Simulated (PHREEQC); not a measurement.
**Brine**

Solution (25 °C): 0.36 mol KCl, 0.11 mol CaCl2 and 0.0013 mol NaCl per kg of water. Closed to the air; pH follows from the charge balance.

All values are PHREEQC results (Pitzer model, pitzer.dat), not measurements.

| Property | Result |
|---|---|
| ionic strength | 0.691 mol/kgw |
| activity of water | 0.983 |
| specific conductance | 53900 µS/cm |
| density | 1.023 g/cm³ |
| osmotic coefficient | 0.889 |

| species | molality | activity | log γ |
|---|---|---|---|
| Cl- | 0.581 | 0.365 | -0.203 |
| K+ | 0.360 | 0.233 | -0.189 |
| Ca+2 | 0.110 | 0.0248 | -0.646 |
| Na+ | 0.00130 | 0.000903 | -0.158 |
| OH- | 1.60e-7 | 7.83e-8 | -0.310 |
| H+ | 1.60e-7 | 1.27e-7 | -0.099 |

Precipitation was switched off in this run.
